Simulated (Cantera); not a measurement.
**Carbon deposition, reforming and gasification: acetone + NH3 + N2**

Charge: 1 mol acetone, 0.013 mol NH3, 2.4 mol N2, at 2075 °C and 3500 Pa.

Method: chemical equilibrium by Gibbs-energy minimisation in Cantera with the NASA 1993 tables (ideal gas, pure condensed phases). Candidate condensed phases: C, C6H6, C7H8, C8H18, H2O; 136 gas species. The feed counts by its element totals alone. Equilibrium is a limit: real reactors are often held back by kinetics, nucleation or transport.

| Item | Result |
|---|---|
| x(H2) | 0.426 |
| x(N2) | 0.356 |
| x(CO) | 0.152 |
| x(H) | 0.0431 |
| x(HCN) | 0.0184 |
| x(C2H2 (acetylene)) | 0.00233 |
| x(HNC) | 0.00179 |
| x(CN) | 8.56e-5 |
| x(C2H) | 1.20e-5 |
| n(C(graphite)) | 1.84 mol |
| gas amount | 6.568 mol |
